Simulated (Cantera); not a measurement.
## CsOH + H₂ (calcination and drying)

Input: 1 mol CsOH, a varied amount of H₂, at 1023 K and 87.0 mbar.

Equilibrium computed with Cantera from the NASA thermochemical tables; the gas is ideal and each condensed phase is pure. Candidate condensed phases: Cs, CsOH, H₂O; 15 gas species. Kinetics and transport are ignored.

From 0.18 mol H₂ to 4.4 mol H₂ nothing is condensed. The main Cs-bearing gas is CsOH throughout.

| n(H₂) (mol) | x H₂ | x CsOH | x Cs₂(OH)₂ | x H₂O | x Cs |
|---|---|---|---|---|---|
| 0.18 | 0.151 | 0.644 | 0.130 | 0.0376 | 0.0376 |
| 0.65 | 0.392 | 0.461 | 0.0665 | 0.0404 | 0.0404 |
| 1.1 | 0.516 | 0.365 | 0.0417 | 0.0385 | 0.0385 |
| 1.6 | 0.603 | 0.297 | 0.0276 | 0.0361 | 0.0361 |
| 2.1 | 0.662 | 0.250 | 0.0196 | 0.0339 | 0.0339 |
| 2.5 | 0.698 | 0.222 | 0.0155 | 0.0324 | 0.0324 |
| 3 | 0.732 | 0.195 | 0.0119 | 0.0307 | 0.0307 |
| 3.5 | 0.759 | 0.173 | 0.00938 | 0.0292 | 0.0292 |
| 3.9 | 0.777 | 0.159 | 0.00790 | 0.0281 | 0.0281 |
| 4.4 | 0.796 | 0.144 | 0.00649 | 0.0269 | 0.0269 |
x: gas mole fraction; nothing condenses.
